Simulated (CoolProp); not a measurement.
A closed Brayton cycle with dry air: compressor inlet 332.15 K and 5.2 MPa, high pressure 15.4 MPa, turbine inlet 670 K, compressor efficiency 0.89, turbine efficiency 0.93, recuperator effectiveness 0.8 (on enthalpy, no pinch check). Each further row changes one setting.

Computed with CoolProp (reference Helmholtz-energy equation of state, Lemmon 2000). It is a pseudo-pure fit of the blend.

```tsv
case	thermal efficiency (%)	net work (kJ/kg)	compressor to turbine work	compressor exit (K)	turbine exit (K)
as stated	18.1	33.7	0.81	469.1	508.4
turbine inlet 620 K	12.4	20.4	0.87	469.1	469.0
compressor inlet 342.15 K	16.0	29.3	0.83	482.9	508.4
high pressure 13.1 MPa	20.2	34.9	0.77	446.0	530.0
recuperator effectiveness 0.5	17.0	33.7	0.81	469.1	508.4
```
